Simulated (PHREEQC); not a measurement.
A solution holds 0.0026 mol/kgw HCl, 0.00025 mol/kgw MnSO4 and 0.00014 mol/kgw MgSO4, at 25 °C. Closed to the air; pH follows from the charge balance.

Equilibrium calculation in PHREEQC: ion-association model, phreeqc.dat.

This is a speciation only: nothing precipitates in the calculation.

### Question
What pH does the model give?

### Answer
pH 2.62.

### Question
In which forms is Mn present?

### Answer
Mn+2 96 %, MnSO4 3.2 %, MnCl+ 0.8 % of the Mn.
